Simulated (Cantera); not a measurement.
Input: 1 mol Si3N4, 1.3 mol NF3, at 0.0100 bar.

Method: chemical equilibrium by Gibbs-energy minimisation in Cantera with the NASA 1993 tables (ideal gas, pure condensed phases). Candidate condensed phases: Si, Si3N4; 16 gas species. Equilibrium is a limit: real reactors are often held back by kinetics, nucleation or transport. All values below are at 800 K.

Base state: N2 0.571, SiF4 0.429 (mole fractions); condensed: Si3N4(s).

Question: What changes in the equilibrium state with this change: NF3 from 1.3 to 19 mol?

Answer: 
```json
[
 {"species": "F2", "before": "<1e-9", "after": "0.523"},
 {"species": "N2", "before": "0.571", "after": "0.294"},
 {"species": "SiF4", "before": "0.429", "after": "0.0820"},
 {"species": "F", "before": "<1e-9", "after": "0.0601"},
 {"species": "NF3", "before": "<1e-9", "after": "0.0415"},
 {"species": "Si3N4(s), mol", "before": "0.675", "after": "0"}
]
```
